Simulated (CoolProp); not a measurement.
The fluid at 295.23 K and 4.85 MPa (liquid) is heated at constant pressure to 420.3 K. The same conditions are run with several fluids, on thermodynamics alone (safety and materials aside).

Model: reference Helmholtz-energy equation of state of each fluid (R142b: Lemmon 2006; cyclohexane: Zhou 2014; toluene: Lemmon 2006; R227EA: Lemmon 2016; m-xylene: Zhou 2012), in CoolProp.

```
fluid        heat (kJ/kg)    final phase  final density (kg/m³)
-----------  ------------  -------------  ---------------------
R142b                 ___  supercritical                    485
cyclohexane           267         liquid                    ___
toluene               238         liquid                    ___
R227EA                188  supercritical                    ___
m-xylene              239         liquid                    ___
```

Question: What belongs in the gaps?

Answer: 
- R142b, heat (kJ/kg): 216
- cyclohexane, final density (kg/m³): 657
- toluene, final density (kg/m³): 749
- R227EA, final density (kg/m³): 438
- m-xylene, final density (kg/m³): 755
